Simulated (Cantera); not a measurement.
**Fluorocarbon and chlorocarbon gases: C2F6 + CH4**

Feed: 1 mol C2F6, 0.012 mol CH4, equilibrated at 1.00 bar.

These are equilibrium values from Cantera (NASA tables, ideal gas, pure condensed phases), not measurements of a reactor. Candidate condensed phases: C, C6H6, C7H8, C8H18; 95 gas species. The feed counts by its element totals alone. The tables' values for C2F4 are old estimates; treat these amounts as uncertain. Gases not in the tables: C2F6 and larger saturated fluorocarbons. Equilibrium is a limit: real reactors are often held back by kinetics, nucleation or transport.

```csv
T (°C),log p CF4,log p CF2,log p F,log p CF3,log p HF,log p CF,log p C2F4,n C(graphite)
1000,-0.01,-6.12,-7.67,-5.92,-1.51,<-12,-9.37,0.524
1150,-0.01,-4.90,-6.30,-4.94,-1.51,-10.41,-8.17,0.524
1300,-0.01,-3.93,-5.20,-4.15,-1.51,-8.71,-7.20,0.524
1450,-0.01,-3.12,-4.28,-3.49,-1.51,-7.31,-6.40,0.523
1600,-0.02,-2.45,-3.51,-2.95,-1.51,-6.14,-5.73,0.521
1750,-0.02,-1.88,-2.86,-2.49,-1.51,-5.14,-5.16,0.513
1900,-0.04,-1.40,-2.30,-2.10,-1.52,-4.29,-4.69,0.491
2050,-0.08,-1.00,-1.81,-1.78,-1.54,-3.56,-4.30,0.440
2200,-0.16,-0.67,-1.40,-1.54,-1.57,-2.93,-4.01,0.334
2350,-0.33,-0.42,-1.06,-1.40,-1.64,-2.39,-3.84,0.147
```
log p: log10 of the partial pressure in bar; n: condensed amount in mol.

From 1000 °C to 2350 °C the condensed part is C(graphite). The main C-bearing gas is CF4 throughout.
